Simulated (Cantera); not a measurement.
Reactions in the system Cl-N-Si

Standard-state values (1 bar) from the NASA 1993 polynomials, evaluated with Cantera. Values are per mole of reaction as written; species without (g) are pure solids or liquids, kept so even where they would boil at 1 bar.

6 Cl(g) + Si3N4 = 3 SiCl2(g) + 2 N2(g)

```tsv
T (K)	ΔH° (kJ)	ΔS° (J/K)	ΔG° (kJ)	log10 K
798	-506.0	91.9	-579.3	37.92
948	-513.4	83.4	-592.4	32.64
1098	-521.6	75.3	-604.3	28.75
1248	-530.6	67.7	-615.1	25.74
1398	-540.0	60.6	-624.7	23.34
1548	-549.8	53.9	-633.3	21.37
1698	-559.7	47.8	-640.9	19.71
1848	-569.8	42.1	-647.6	18.30
1998	-579.9	36.9	-653.5	17.09
2148	-589.9	32.0	-658.7	16.02
```
